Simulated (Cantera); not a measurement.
Charge: 1 mol PbO, 0.92 mol CO, 38 mol N2, equilibrated at 100000 Pa.

Equilibrium computed with Cantera from the NASA thermochemical tables; the gas is ideal and each condensed phase is pure. Candidate condensed phases: C, Pb, PbO, PbO2, Pb3O4; 27 gas species. Each liquid is taken as pure. Mutual solubility and eutectic melting of coexisting phases are not modelled. Gases not in the tables: (PbO)n polymers. The numbers say what is thermodynamically allowed, not how fast it happens.

Task: Which condensed phases are stable at each of these points (T (°C)): 727, 802, 877, 952, 1027, 1102, 1177, 1252?

Result: 
```tsv
T (°C)	condensed phases	Pb condensed (%)
727	Pb(l) + PbO(yellow)	99.9
802	Pb(l) + PbO(yellow)	99.7
877	Pb(l) + PbO(yellow)	98.8
952	Pb(l) + PbO(l)	95.9
1027	Pb(l) + PbO(l)	88.0
1102	Pb(l) + PbO(l)	68.2
1177	Pb(l)	32.6
1252	gas only	0.0
```

From 727 °C to 877 °C the condensed part is Pb(l) + PbO(yellow). From 952 °C to 1102 °C the condensed part is Pb(l) + PbO(l). At 1177 °C the condensed part is Pb(l). At 1252 °C nothing is condensed. The share of Pb in condensed phases is highest at 727 °C (99.9 %) and lowest at 1252 °C (0.0 %).
